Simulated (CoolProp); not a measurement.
Vapour-liquid equilibrium of R22 (1) + acetone (2) at 0.0272 MPa; x and y are mole fractions of (1).

The numbers come from the multi-fluid Helmholtz-energy mixture model, Kamei 1995 and Lemmon 2006; pair parameters Bell 2016 in CoolProp.

```
x      bubble temperature (°C)  y at the bubble point  dew temperature at overall composition x (°C)  liquid density (mol/L)
-----  -----------------------  ---------------------  ---------------------------------------------  ----------------------
0.05                      -3.0                  0.718                                           21.1                   14.11
0.125                    -16.9                  0.881                                           19.2                   14.50
0.2                      -23.7                  0.927                                           17.3                   14.77
0.275                    -28.7                  0.951                                           15.2                   15.01
0.35                     -33.2                  0.968                                           12.9                   15.26
0.425                    -37.7                  0.980                                           10.4                   15.51
0.5                      -42.3                  0.988                                            7.7                   15.77
0.575                    -46.9                  0.994                                            4.5                   16.03
0.65                     -51.3                  0.997                                            0.9                   16.28
0.725                    -55.4                  0.999                                           -3.4                   16.52
0.8                      -59.1                  1.000                                           -8.8                   16.74
0.875                    -62.2                  1.000                                          -16.2                   16.93
0.95                     -64.4                  1.000                                          -28.4                   17.06
```

No azeotrope shows between x = 0.05 and 0.95.

Pair parameters are fitted to limited data, so mixtures are less certain than the pure fluids. With so large a gap from Raoult's law the liquid may split in two, which this calculation doesn't test in full.
